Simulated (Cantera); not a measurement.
A freely propagating, adiabatic, planar premixed flame of CH₄ : O₂ : N₂ = 1 : 1.82 : 6.84 (molar parts), equivalence ratio 1.1, unburnt at 300 K and 760 Torr; multicomponent transport, grid criteria slope 0.08 and curve 0.16, no radiation.

Cantera simulation using GRI-Mech 3.0 (53 species, 325 reactions); the numbers are that mechanism's predictions, not measurements. Burning velocities carry a grid error of a few per cent, more on coarse grids.

x: mole fraction of selected species; z is measured from the peak of heat release.

```csv
z (mm),T (K),u (m/s),x CH₄,x O₂,x CO₂,x NO₂,x NO,x O
-1.31,300,0.388,0.103,0.188,2.88e-8,<1e-8,<1e-8,<1e-8
-0.871,301,0.390,0.103,0.188,8.73e-7,<1e-8,<1e-8,<1e-8
-0.653,307,0.399,0.103,0.187,1.23e-5,1.19e-8,<1e-8,<1e-8
-0.435,?,0.492,0.0986,0.182,?,?,?,?
-0.218,880,1.17,0.0687,0.143,0.00587,3.12e-7,3.55e-6,4.66e-6
-0.109,1336,1.80,0.0373,0.0980,0.0152,6.08e-8,8.44e-6,7.38e-5
0,?,2.36,?,?,?,<1e-8,?,?
0.109,1901,2.57,0.000527,0.0210,0.0452,<1e-8,2.60e-5,0.00173
0.218,1944,2.62,1.59e-5,0.0126,0.0557,<1e-8,3.22e-5,0.00223
0.435,1989,2.67,2.05e-8,0.00872,0.0642,<1e-8,3.72e-5,0.00201
0.871,2043,2.73,<1e-8,0.00660,0.0678,<1e-8,4.19e-5,0.00148
1.74,2101,2.80,<1e-8,0.00454,0.0698,<1e-8,4.83e-5,0.000911
3.48,2151,2.85,<1e-8,0.00270,0.0719,<1e-8,5.67e-5,0.000481
```

Some entries are withheld; supply them.


- -0.435, T (K): 376
- -0.435, x CO₂: 0.000300
- -0.435, x NO₂: 1.87e-7
- -0.435, x NO: 1.46e-7
- -0.435, x O: 1.36e-8
- 0, T (K): 1741
- 0, x CH₄: 0.00844
- 0, x O₂: 0.0483
- 0, x CO₂: 0.0298
- 0, x NO: 1.61e-5
- 0, x O: 0.000562
